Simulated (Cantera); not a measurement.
Feed: 1 mol Si2H6, a varied amount of O3, held at 1073.15 K and 0.240 bar.

Method: chemical equilibrium by Gibbs-energy minimisation in Cantera with the NASA 1993 tables (ideal gas, pure condensed phases). Candidate condensed phases: H2O, Si, SiO2; 18 gas species. The feed counts by its element totals alone. Mutual solubility and eutectic melting of coexisting phases are not modelled. The numbers say what is thermodynamically allowed, not how fast it happens.

x: gas mole fraction; n: condensed amount in mol.

```tsv
n(O3) (mol)	x H2	x H2O	x O2	x OH	x SiH4	x SiO	n Si(s)	n SiO2(β-quartz)
0.76	1.00	5.21e-9	<1e-12	<1e-12	1.19e-7	3.72e-8	0.860	1.14
1.1	1.00	5.21e-9	<1e-12	<1e-12	1.19e-7	3.72e-8	0.350	1.65
1.6	?	?	<1e-12	?	<1e-12	<1e-12	0	2.00
2.3	?	?	<1e-12	?	<1e-12	<1e-12	0	2.00
3.4	1.51e-9	0.652	0.348	1.80e-6	<1e-12	<1e-12	0	2.00
4.9	7.97e-10	0.438	0.562	1.67e-6	<1e-12	<1e-12	0	2.00
7	4.89e-10	0.300	0.700	1.46e-6	<1e-12	<1e-12	0	2.00
```

Question: What belongs in the gaps?

Answer: 
- 2.3, x H2: 0.0333
- 2.3, x H2O: 0.967
- 2.3, x OH: 5.69e-10
- 1.6, x H2: 0.733
- 1.6, x H2O: 0.267
- 1.6, x OH: 3.34e-11
